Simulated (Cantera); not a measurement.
## Ignition delay

Mixture: CH4 : CO : O2 : N2 = 1 : 0.61 : 2.31 : 8.67 (molar parts), equivalence ratio 1.00, at 1.68 atm, adiabatic and at constant pressure. Ignition delay is the time to a rise of 400 K.

Computed with Cantera and GRI-Mech 3.0 (53 species, 325 reactions).

| T0 (K) | delay (ms) |
|---|---|
| 1075 | 296 |
| 1150 | 83.7 |
| 1225 | 26.3 |
| 1300 | 9.08 |
| 1375 | 3.41 |
| 1450 | 1.40 |
| 1525 | 0.628 |

```
Property                                                 Value
--------------------------------------------------  ----------
apparent activation energy between 1375 and 1525 K  200 kJ/mol
```
